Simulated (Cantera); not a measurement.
Charge: 1 mol Al, 1.2 mol HBr, at 7.50 Torr.

These are equilibrium values from Cantera (NASA tables, ideal gas, pure condensed phases), not measurements of a reactor. Candidate condensed phases: Al, AlBr3, Br2; 11 gas species. Rates play no part.

**Question.** At 898 K, list the 5 most abundant gas species with their mole fractions, and the condensed phases.

**Answer.** H2 0.599, AlBr3 0.397, AlBr 0.00395, Al2Br6 0.000266, HBr 3.68e-5. Condensed: Al(s).
